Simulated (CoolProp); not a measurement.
Vapour pressure (kPa) of methanol: the reference equation beside estimates from Tc = 240.2 °C, pc = 8216 kPa, ω = 0.565. Clausius-Clapeyron is anchored at 108.55 °C with a constant enthalpy of vaporisation of 32.02 kJ/mol.

The numbers come from the reference Helmholtz-energy equation of state, de Reuck 1993 in CoolProp.

```json
[
 {"T (°C)": "74.95", "reference": "150.9", "Clausius-Clapeyron": "173.7", "van der Waals": "1397"},
 {"T (°C)": "80.55", "reference": "184.7", "Clausius-Clapeyron": "206.9", "van der Waals": "1518"},
 {"T (°C)": "86.15", "reference": "224.5", "Clausius-Clapeyron": "245.2", "van der Waals": "1645"},
 {"T (°C)": "91.75", "reference": "271.1", "Clausius-Clapeyron": "289.0", "van der Waals": "1780"},
 {"T (°C)": "97.35", "reference": "325.2", "Clausius-Clapeyron": "339.0", "van der Waals": "1921"},
 {"T (°C)": "102.95", "reference": "387.8", "Clausius-Clapeyron": "395.7", "van der Waals": "2069"},
 {"T (°C)": "108.55", "reference": "459.9", "Clausius-Clapeyron": "459.9", "van der Waals": "2225"},
 {"T (°C)": "114.15", "reference": "542.4", "Clausius-Clapeyron": "532.1", "van der Waals": "2387"},
 {"T (°C)": "119.75", "reference": "636.3", "Clausius-Clapeyron": "613.2", "van der Waals": "2558"},
 {"T (°C)": "125.35", "reference": "742.9", "Clausius-Clapeyron": "703.7", "van der Waals": "2735"},
 {"T (°C)": "130.95", "reference": "863.3", "Clausius-Clapeyron": "804.6", "van der Waals": "2921"},
 {"T (°C)": "136.55", "reference": "998.7", "Clausius-Clapeyron": "916.5", "van der Waals": "3114"}
]
```

Absolute difference from the reference over all 12 rows, mean and median: Clausius-Clapeyron 6.3 and 5.9 %, van der Waals 450.5 and 408.7 %.
